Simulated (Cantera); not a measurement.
What does this Cantera script print?

```python
import numpy as np
import cantera as ct

gas = ct.Solution("gri30.yaml")
gas.TPX = 1825, 1100, {'C2H6': 4.8, 'N2': 16}
reactor = ct.IdealGasConstPressureReactor(gas, energy="off", clone=False)
net = ct.ReactorNet([reactor])
net.rtol, net.atol = 1e-08, 1e-18
show = ['C2H6', 'C2H', 'CH2', 'C2H2', 'H', 'HCN']
times = np.geomspace(0.0006, 6, 15)

steps = ct.SolutionArray(gas, extra=["t"])
rows = []
print(f"{'t/s':>10s}{'T/K':>9s}{'P/Pa':>11s}" + "".join(f"{s:>11s}" for s in show))
for t in times:
    while net.time < t:
        t_next = net.step()
        steps.append(gas.state, t=t_next)
    rows.append([np.interp(t, steps.t, y) for y in (steps.T, steps.P, *steps(*show).X.T)])
    print(f"{t:10.3e}{rows[-1][0]:9.1f}{rows[-1][1]:11.4g}" + "".join(f"{x:11.3e}" for x in rows[-1][2:]))
rate = np.gradient(steps.T, steps.t)
print("integrator steps:", len(steps.t))
if steps.T.max() > steps.T[0] + 200:
    print(f"time of steepest temperature rise: {steps.t[rate.argmax()]:.4e} s")
gas.TPX = 1825, 1100, {'C2H6': 4.8, 'N2': 16}
gas.equilibrate("TP")
print(f"equilibrium (TP): T = {gas.T:.1f} K  " + "  ".join(f"{s} {gas[s].X[0]:.3e}" for s in show))
```

Result:

```
       t/s      T/K       P/Pa       C2H6        C2H        CH2       C2H2          H        HCN
 6.000e-04   1825.0       1100  1.698e-03  1.744e-05  1.499e-04  6.700e-02  4.335e-03  6.616e-06
 1.158e-03   1825.0       1100  2.305e-04  1.284e-05  6.236e-05  1.022e-01  2.643e-03  8.255e-06
 2.237e-03   1825.0       1100  7.852e-05  8.624e-06  2.839e-05  1.213e-01  1.673e-03  8.935e-06
 4.318e-03   1825.0       1100  3.577e-05  6.240e-06  1.493e-05  1.320e-01  1.186e-03  9.318e-06
 8.337e-03   1825.0       1100  1.926e-05  4.937e-06  9.079e-06  1.379e-01  9.362e-04  9.628e-06
 1.610e-02   1825.0       1100  1.155e-05  4.272e-06  6.297e-06  1.414e-01  8.169e-04  9.959e-06
 3.108e-02   1825.0       1100  7.246e-06  4.065e-06  4.894e-06  1.445e-01  7.874e-04  1.039e-05
 6.000e-02   1825.0       1100  4.325e-06  4.245e-06  4.104e-06  1.478e-01  8.353e-04  1.109e-05
 1.158e-01   1825.0       1100  2.112e-06  4.758e-06  3.414e-06  1.513e-01  9.515e-04  1.235e-05
 2.237e-01   1825.0       1100  7.520e-07  5.687e-06  2.661e-06  1.543e-01  1.152e-03  1.469e-05
 4.318e-01   1825.0       1100  1.810e-07  7.279e-06  1.879e-06  1.563e-01  1.487e-03  1.903e-05
 8.337e-01   1825.0       1100  2.864e-08  9.511e-06  1.109e-06  1.572e-01  1.950e-03  2.695e-05
 1.610e+00   1825.0       1100  3.754e-09  1.110e-05  5.059e-07  1.575e-01  2.278e-03  3.763e-05
 3.108e+00   1825.0       1100  6.186e-10  1.148e-05  2.151e-07  1.576e-01  2.357e-03  4.735e-05
 6.000e+00   1825.0       1100  1.453e-10  1.154e-05  1.018e-07  1.576e-01  2.368e-03  5.576e-05
integrator steps: 1557
equilibrium (TP): T = 1825.0 K  C2H6 2.474e-11  C2H 6.812e-06  CH2 3.729e-08  C2H2 9.299e-02  H 2.371e-03  HCN 1.294e-01
```

Computed with Cantera and GRI-Mech 3.0 (53 species, 325 reactions). GRI-Mech 3.0 stops at C3 and has no aromatics, soot or wall deposition, so with more carbon than oxygen in the feed, carbon stays in small species such as C2H2 where larger ones or solid carbon would form. Radical loss at walls, strong at low pressure, is not modelled.
